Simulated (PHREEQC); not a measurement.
PHREEQC input (Pitzer model, pitzer.dat):

```
SOLUTION 1
  temp 25
  units mol/kgw
  pH 7 charge
  Cl 0.518
  K 0.019
  Na 0.28
  Ca 0.049
  Mg 0.056
  Sr 0.0045
END
USE solution 1
INCREMENTAL_REACTIONS false
REACTION 1
  H2O -1
  0 9.886 18.011 24.689 30.178 34.689 38.397 41.444
  43.949 46.007 47.699 49.089 50.232 51.172 51.944 52.578
  53.1 53.528 53.88 54.17 54.408 moles
EQUILIBRIUM_PHASES 1
  Bischofite 0 0
  Brucite 0 0
  Carnallite 0 0
  Halite 0 0
  Portlandite 0 0
  Sylvite 0 0
  MgCl2_4H2O 0 0
SELECTED_OUTPUT 1
  -reset false
  -pH true
  -pe true
  -ionic_strength true
  -water true
  -activities H2O
  -totals Ca Cl K Mg Na Sr
  -molalities H+ Na+ K+ Mg+2 Ca+2 Sr+2 Cl- OH- MgOH+
  -equilibrium_phases Bischofite Brucite Carnallite Halite Portlandite Sylvite MgCl2_4H2O
PRINT
  -reset false
END
```

Selected output (columns that matter, 13 of 21 rows; water left (kg) added in front):

```
water left (kg)	pH	mu	Ca	Cl	K	Mg	Na	Sr	m_H+	m_Na+	la_H2O	Carnallite	Halite	Sylvite
1	6.7177	0.6275	0.049	0.518	0.019	0.056	0.28	0.0045	2.3108e-07	0.28	-0.0065823	0	0	0
0.675514	6.6458	0.92892	0.072537	0.76682	0.028127	0.0829	0.4145	0.0066616	2.5409e-07	0.4145	-0.00989	0	0	0
0.555203	6.5999	1.1302	0.088256	0.93299	0.034222	0.10086	0.50432	0.0081051	2.6769e-07	0.50432	-0.012173	0	0	0
0.375043	6.4782	1.6731	0.13065	1.3812	0.050661	0.14932	0.74658	0.011999	3.0227e-07	0.74658	-0.018664	0	0	0
0.253345	6.2947	2.4769	0.19341	2.0446	0.074997	0.22104	1.1052	0.017762	3.5604e-07	1.1052	-0.029271	0	0	0
0.208215	6.1682	3.0137	0.23533	2.4878	0.091252	0.26895	1.3448	0.021612	3.9692e-07	1.3448	-0.037083	0	0	0
0.140655	5.8136	4.4613	0.34837	3.6828	0.13508	0.39814	1.9907	0.031993	5.3585e-07	1.9907	-0.06127	0	0	0
0.0950203	5.2713	6.6039	0.51568	5.4515	0.19996	0.58935	2.9467	0.047358	8.3906e-07	2.9467	-0.10582	0	0	0
0.0780853	4.9075	8.0361	0.62752	6.6338	0.24332	0.71716	3.5858	0.057629	1.1226e-06	3.5858	-0.14152	0	0	0
0.0527548	4.657	9.1608	0.92883	7.0851	0.36016	1.0615	2.5737	0.0853	1.4943e-06	2.5737	-0.15889	0	0.14423	0
0.0356396	4.2516	11.106	1.3749	8.0338	0.53312	1.5713	1.3559	0.12626	2.1358e-06	1.3559	-0.19911	0	0.23168	0
0.0292979	3.9272	12.665	1.6725	8.9278	0.64851	1.9114	0.80435	0.15359	2.7131e-06	0.80435	-0.24081	0	0.25643	0
0.0184783	3.1296	16.411	2.6518	11.14	0.37379	2.3761	0.22325	0.24353	4.47e-06	0.22325	-0.37263	0.012093	0.27587	0
```

Complexes and solids missing from the database can't appear.
